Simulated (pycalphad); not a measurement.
Computed with pycalphad from the COST 507 light-alloy database (1999), at 1 atm. The data set is of 1999 and partly superseded.

Molar enthalpy of Al-33.59Si (wt.%) in equilibrium (SER reference):

```
T (K)  H (kJ/mol)               phases
-----  ----------  -------------------
2350        81.07               LIQUID
2200        76.53               LIQUID
2050        71.99               LIQUID
1900        67.45               LIQUID
1750        62.92               LIQUID
1600        58.37               LIQUID
1450        53.82               LIQUID
1300        49.28               LIQUID
1225        47.01               LIQUID
1150        44.75               LIQUID
1000        34.16  LIQUID + DIAMOND_A4
850         15.11  FCC_A1 + DIAMOND_A4
775         12.68  FCC_A1 + DIAMOND_A4
700         10.42  FCC_A1 + DIAMOND_A4
550          6.26  FCC_A1 + DIAMOND_A4
```

Cooling from 1150 K to 850 K, across the freezing range, releases 29.6 kJ/mol, or 1080 J/g. The slope is 30 J/(mol K) in the liquid and 32 J/(mol K) just below the solidus, where it includes any heat of precipitation. Liquidus 1139 K, solidus 850 K. Changes were sought between steps of 75 K, so a narrower field can be missed.

FCC_A1 is fcc; DIAMOND_A4 is diamond (Si).
